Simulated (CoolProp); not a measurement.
The numbers come from the reference Helmholtz-energy equation of state, Wu 2011 in CoolProp.

Problem. For dimethyl ether, give the phase and the cp (kJ/(kg K)), cv (kJ/(kg K)), Joule-Thomson coefficient (K/MPa) at 167.15 °C and 65.9 kPa; 167.15 °C and 777 kPa.

Solution. 
- 167.15 °C and 65.9 kPa: gas; cp 1.86, cv 1.67, Joule-Thomson coefficient 6.71
- 167.15 °C and 777 kPa: gas; cp 1.90, cv 1.69, Joule-Thomson coefficient 6.91
